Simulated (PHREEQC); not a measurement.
**Brine: speciation**

A solution holds 2.2 mol LiCl and 3.4 mol KBr per kg of water, at 25 °C. Closed to the air; pH follows from the charge balance.

The numbers come from PHREEQC with the Pitzer model, pitzer.dat.

Precipitation was switched off in this run.

Task: Predict the activity of water, density.

Result: activity of water 0.762; density 1.273 g/cm³.
